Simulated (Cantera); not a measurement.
Mixture: CH4 : O2 : N2 = 1 : 3.57 : 19.3 (molar parts), equivalence ratio 0.56, at 5.00 bar, adiabatic and at constant volume. Ignition delay is the time to a rise of 400 K.

Model: GRI-Mech 3.0 (53 species, 325 reactions), integrated in Cantera.

**Question.** What does this change do: constant pressure in place of constant volume?

**Answer.** 
```csv
quantity,before,after
delay at 1275 K,3.99 ms,4.14 ms
delay at 1375 K,1.27 ms,1.32 ms
delay at 1475 K,0.447 ms,0.468 ms
delay at 1575 K,0.175 ms,0.184 ms
delay at 1675 K,76.6 µs,80.7 µs
delay at 1775 K,37.4 µs,39.6 µs
apparent activation energy between 1575 and 1775 K,180 kJ/mol,180 kJ/mol
```
